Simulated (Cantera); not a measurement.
A perfectly stirred reactor is fed with CH₄ : H₂ = 1 : 15 (molar parts), at 7.28 Torr; it is held at 1825 K, and followed from long to short residence time.

Cantera simulation using GRI-Mech 3.0 (53 species, 325 reactions); the numbers are that mechanism's predictions, not measurements. GRI-Mech 3.0 stops at C3 and has no aromatics, soot or wall deposition, so with more carbon than oxygen in the feed, carbon stays in small species such as C2H2 where larger ones or solid carbon would form. Radical loss at walls, strong at low pressure, is not modelled.

### Question
What does this change do: pressure from 7.28 Torr to 0.495 Torr?

### Answer
```
quantity                 before    after
----------------------  -------  -------
x(CH₄) at τ = 0.480 s    0.0200   0.0520
x(H₂) at τ = 0.480 s      0.957    0.940
x(C₂H₂) at τ = 0.480 s   0.0194  0.00377
x(C₂H₆) at τ = 0.480 s  1.57e-6  2.72e-6
x(CH₂) at τ = 0.480 s   2.63e-6  2.77e-6
x(CH₄) at τ = 42.0 ms    0.0510   0.0622
x(H₂) at τ = 42.0 ms      0.941    0.937
x(C₂H₂) at τ = 42.0 ms  0.00428  2.12e-6
x(C₂H₆) at τ = 42.0 ms  5.53e-6  8.42e-8
x(CH₂) at τ = 42.0 ms   2.48e-6  5.55e-8
```

### Question
What does this change do: temperature 1825 to 1125 K?

### Answer
```tsv
quantity	before	after
x(CH₄) at τ = 0.480 s	0.0200	0.0625
x(H₂) at τ = 0.480 s	0.957	0.938
x(C₂H₂) at τ = 0.480 s	0.0194	<1e-12
x(C₂H₆) at τ = 0.480 s	1.57e-6	2.41e-12
x(CH₂) at τ = 0.480 s	2.63e-6	<1e-12
x(CH₄) at τ = 42.0 ms	0.0510	0.0625
x(H₂) at τ = 42.0 ms	0.941	0.938
x(C₂H₂) at τ = 42.0 ms	0.00428	<1e-12
x(C₂H₆) at τ = 42.0 ms	5.53e-6	<1e-12
x(CH₂) at τ = 42.0 ms	2.48e-6	<1e-12
```

### Question
What does this change do: CH4 1 to 10 parts?

### Answer
```csv
quantity,before,after
x(CH₄) at τ = 0.480 s,0.0200,0.0575
x(H₂) at τ = 0.480 s,0.957,0.817
x(C₂H₂) at τ = 0.480 s,0.0194,0.121
x(C₂H₆) at τ = 0.480 s,1.57e-6,1.13e-5
x(CH₂) at τ = 0.480 s,2.63e-6,4.53e-6
x(CH₄) at τ = 42.0 ms,0.0510,0.197
x(H₂) at τ = 42.0 ms,0.941,0.725
x(C₂H₂) at τ = 42.0 ms,0.00428,0.0659
x(C₂H₆) at τ = 42.0 ms,5.53e-6,8.44e-5
x(CH₂) at τ = 42.0 ms,2.48e-6,6.70e-6
```
